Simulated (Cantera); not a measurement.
Input: 1 mol CO, 0.29 mol H₂O, 1.1 mol N₂, equilibrated at 1848 K and 0.0130 bar.

Method: chemical equilibrium by Gibbs-energy minimisation in Cantera with the NASA 1993 tables (ideal gas, pure condensed phases). Candidate condensed phases: C, C₆H₆, C₇H₈, C₈H₁₈, H₂O; 136 gas species. Rates play no part.

Problem. What is the equilibrium state?

Solution. 
```
Item                                       Result
--------------------------------------  ---------
x(N₂)                                       0.460
x(CO)                                       0.350
x(CO₂)                                     0.0683
x(H₂)                                      0.0677
x(H₂O)                                     0.0529
x(H)                                      0.00121
x(OH)                                     6.96e-5
x(NO)                                     4.64e-6
gas amount                              2.392 mol
log10 activity of C(graphite) (absent)      -5.88
```
